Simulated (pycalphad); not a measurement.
Source of the numbers: pycalphad with the COST 507 light-alloy database (1999); pressure 1 atm. No gas phase is included, though pure Mg would boil below 1650 K. The database dates from 1999; later assessments differ in places, in temperatures and in the compounds included. Diffusion is slow at the low end, where real alloys seldom reach equilibrium.

Question: How does the equilibrium phase assembly of Mg-4.02Al-6.34Si (at.%) change on cooling from 1650 K to 350 K?

Answer: 
```tsv
T (K)	phases above	phases below
1080.9	liquid	liquid + MG2SI
886.2	liquid + MG2SI	hcp + liquid + MG2SI
814.7	hcp + liquid + MG2SI	hcp + MG2SI
549.4	hcp + MG2SI	ALMG_GAMMA + hcp + MG2SI
```
Changes were sought between steps of 25 K, so a narrower field can be missed.

Database names, with the compositions (at.%) that they take in these runs: MG2SI: Mg 67 Si 33; ALMG_GAMMA: Mg 59 Al 41.
